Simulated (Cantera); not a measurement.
Charge: 1 mol HBr, 0.4 mol H₂, equilibrated at 2250 K.

These are equilibrium values from Cantera (NASA tables, ideal gas, pure condensed phases), not measurements of a reactor. Candidate condensed phases: Br₂; 5 gas species. The ideal-gas law is rough above about 30 bar. Rates play no part.

x: gas mole fraction; nothing condenses.

| P (Pa) | x HBr | x Br | x H₂ | x H | x Br₂ |
|---|---|---|---|---|---|
| 10 | 0.0175 | 0.423 | 0.215 | 0.345 | … |
| 65 | 0.0578 | 0.439 | 0.334 | 0.168 | … |
| 420 | 0.144 | 0.402 | 0.384 | 0.0710 | … |
| 2700 | 0.281 | 0.311 | 0.379 | 0.0278 | … |
| 17000 | 0.437 | 0.201 | 0.351 | 0.0107 | … |
| 110000 | 0.567 | 0.107 | 0.322 | 0.00402 | … |
| 720000 | 0.646 | 0.0490 | 0.303 | 0.00152 | … |
| 4700000 | 0.684 | 0.0206 | 0.294 | 0.000587 | 0.00104 |
| 30000000 | 0.701 | 0.00842 | 0.290 | 0.000231 | 0.00110 |

**Question.** What belongs in the gaps?

**Answer.** 
- 10, x Br₂: 9.27e-7
- 65, x Br₂: 6.51e-6
- 420, x Br₂: 3.51e-5
- 2700, x Br₂: 0.000136
- 17000, x Br₂: 0.000355
- 110000, x Br₂: 0.000650
- 720000, x Br₂: 0.000895
